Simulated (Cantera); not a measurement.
What does this Cantera script print?

```python
import numpy as np
import cantera as ct

gas = ct.Solution("gri30.yaml")
gas.TPX = 1125, 13332, {'N2O': 1, 'H2O': 0.0057}
reactor = ct.IdealGasConstPressureReactor(gas, energy="off", clone=False)
net = ct.ReactorNet([reactor])
net.rtol, net.atol = 1e-08, 1e-18
show = ['N2O', 'H2O', 'OH', 'NO', 'N2', 'H2O2', 'H']
times = np.geomspace(2e-06, 100, 9)

steps = ct.SolutionArray(gas, extra=["t"])
rows = []
print(f"{'t/s':>10s}{'T/K':>9s}{'P/Pa':>11s}" + "".join(f"{s:>11s}" for s in show))
for t in times:
    while net.time < t:
        t_next = net.step()
        steps.append(gas.state, t=t_next)
    rows.append([np.interp(t, steps.t, y) for y in (steps.T, steps.P, *steps(*show).X.T)])
    print(f"{t:10.3e}{rows[-1][0]:9.1f}{rows[-1][1]:11.4g}" + "".join(f"{x:11.3e}" for x in rows[-1][2:]))
rate = np.gradient(steps.T, steps.t)
print("integrator steps:", len(steps.t))
if steps.T.max() > steps.T[0] + 200:
    print(f"time of steepest temperature rise: {steps.t[rate.argmax()]:.4e} s")
gas.TPX = 1125, 13332, {'N2O': 1, 'H2O': 0.0057}
gas.equilibrate("TP")
print(f"equilibrium (TP): T = {gas.T:.1f} K  " + "  ".join(f"{s} {gas[s].X[0]:.3e}" for s in show))
```

Result:

```
       t/s      T/K       P/Pa        N2O        H2O         OH         NO         N2       H2O2          H
 2.000e-06   1125.0  1.333e+04  9.943e-01  5.668e-03  2.762e-12  4.815e-11  1.856e-08  9.204e-24  4.709e-19
 1.834e-05   1125.0  1.333e+04  9.943e-01  5.668e-03  2.084e-10  3.637e-09  1.895e-07  5.805e-20  1.638e-15
 1.682e-04   1125.0  1.333e+04  9.943e-01  5.668e-03  8.913e-09  1.577e-07  2.487e-06  3.017e-16  5.799e-13
 1.542e-03   1125.0  1.333e+04  9.943e-01  5.668e-03  1.007e-07  2.069e-06  2.657e-05  7.081e-13  8.047e-12
 1.414e-02   1125.0  1.333e+04  9.939e-01  5.666e-03  4.499e-07  1.943e-05  2.483e-04  2.781e-09  5.395e-11
 1.297e-01   1125.0  1.333e+04  9.908e-01  5.660e-03  1.667e-06  1.550e-04  2.299e-03  6.452e-09  1.422e-10
 1.189e+00   1125.0  1.333e+04  9.623e-01  5.606e-03  2.779e-06  1.384e-03  2.065e-02  1.047e-09  1.660e-10
 1.091e+01   1125.0  1.333e+04  7.473e-01  5.199e-03  3.321e-06  1.138e-02  1.593e-01  7.015e-10  1.959e-10
 1.000e+02   1125.0  1.333e+04  1.258e-01  4.023e-03  2.611e-06  3.887e-02  5.607e-01  4.345e-10  1.974e-10
integrator steps: 1353
equilibrium (TP): T = 1125.0 K  N2O 3.044e-09  H2O 3.785e-03  OH 3.656e-07  NO 1.232e-04  N2 6.641e-01  H2O2 9.330e-12  H 8.094e-13
```

Detailed kinetics in Cantera: GRI-Mech 3.0 (53 species, 325 reactions). GRI-Mech 3.0 was tuned for natural gas; its chemistry of N2O as a main component is partial and can be far from experiment. The mechanism lacks the step 2 NO + O2 → 2 NO2, which can matter for NO2 below about 1400 K. The temperature is held fixed by assumption; the heat of reaction is taken as removed at once.
